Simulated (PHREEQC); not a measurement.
A solution holds 0.03 mol HBr and 0.21 mol NaBr per kg of water, at 20 °C. Closed to the air; pH follows from the charge balance.

Equilibrium calculation in PHREEQC: Pitzer model, pitzer.dat.

Precipitation was switched off in this run.

Q: Predict the pH.

A: pH 1.61.

Complexes and solids missing from the database can't appear.
